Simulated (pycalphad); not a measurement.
All values are pycalphad results on the COST 507 light-alloy database (1999) (1 atm), not direct measurements. These are 1990s assessments: newer ones move some temperatures and phases. Phase fractions are per mole of atoms. Diffusion is slow at the low end, where real alloys seldom reach equilibrium.

Question: Give the equilibrium state of Al-19.31Si-0.2414Mg (wt.%) at 450 K.

Answer: fcc, fraction 0.810, with <0.01 Si, <0.01 Mg wt.%; diamond (Si), fraction 0.186, with >99.99 Si, no Mg wt.%; MG2SI, fraction 0.004, with 36.6 Si, 63.4 Mg wt.%.

Question: Give the equilibrium state of Al-19.31Si-0.2414Mg (wt.%) at 810 K.

Answer: fcc, fraction 0.822, with 1.1 Si, 0.30 Mg wt.%; diamond (Si), fraction 0.178, with >99.99 Si, no Mg wt.%.

Database names, with the compositions (at.%) that they take in these runs: MG2SI: Mg 67 Si 33. An entry "none" or "no" means that the model of the phase leaves that element out.
